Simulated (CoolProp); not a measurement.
Vapour-liquid equilibrium of propylene (1) + n-hexane (2) at -22.45 °C; x and y are mole fractions of (1).

Model: multi-fluid Helmholtz-energy mixture model, Lemmon 2013 and Thol 2019; pair parameters Bell 2016, in CoolProp.

| x | bubble pressure (MPa) | y at the bubble point | dew pressure at overall composition x (MPa) | liquid density (mol/L) |
|---|---|---|---|---|
| 0.05 | 0.02517 | 0.938 | 0.001679 | 8.270 |
| 0.2 | 0.07060 | 0.980 | 0.001993 | 8.877 |
| 0.35 | 0.1035 | 0.988 | 0.002452 | 9.564 |
| 0.5 | 0.1370 | 0.992 | 0.003185 | 10.34 |
| 0.65 | 0.1755 | 0.995 | 0.004544 | 11.23 |
| 0.8 | 0.2190 | 0.998 | 0.007924 | 12.23 |
| 0.95 | 0.2649 | 1.000 | 0.03079 | 13.34 |

No azeotrope shows between x = 0.05 and 0.95.

The pair parameters rest on a limited set of measurements; away from them the model extrapolates. The gap from Raoult's law changes sign with composition, which may be real or a fault of the pair parameters; it wasn't checked against measurements. With so large a gap from Raoult's law the liquid may split in two, which this calculation doesn't test in full.
